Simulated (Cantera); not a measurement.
Thermodynamics of calcination and drying, feed Na₂CO₃ + C + O₂

Input: 1 mol Na₂CO₃, 0.013 mol C, 0.016 mol O₂, at 0.00940 bar.

Cantera equilibrium calculation (NASA polynomials, part measured and part estimated; ideal gas, pure solids and liquids). Candidate condensed phases: C, Na, NaO₂, Na₂CO₃, Na₂O, Na₂O₂; 16 gas species. Rates play no part.

From 500 °C to 800 °C the condensed part is Na₂CO₃(s). From 950 °C to 1250 °C the condensed part is Na₂CO₃(l). From 1400 °C to 2000 °C nothing is condensed.

```csv
T (°C),x CO₂,x Na,x O₂,x CO,x O,n Na₂CO₃(s),n Na₂CO₃(l)
500,0.812,<1e-12,0.188,<1e-12,<1e-12,1.00,0
650,0.812,1.19e-11,0.188,6.90e-11,5.57e-11,1.00,0
800,0.812,5.11e-8,0.188,1.19e-8,5.56e-9,1.00,0
950,0.812,2.30e-5,0.187,5.74e-7,1.80e-7,0,1.00
1100,0.810,0.00242,0.187,1.18e-5,2.75e-6,0,1.000
1250,0.716,0.104,0.179,0.000120,2.41e-5,0,0.999
1400,0.288,0.565,0.141,0.000395,0.000130,0,0
1550,0.286,0.565,0.142,0.00204,0.000586,0,0
1700,0.279,0.564,0.144,0.00799,0.00212,0,0
1850,0.260,0.558,0.148,0.0242,0.00647,0,0
2000,0.221,0.546,0.156,0.0566,0.0173,0,0
```
x: gas mole fraction; n: condensed amount in mol.
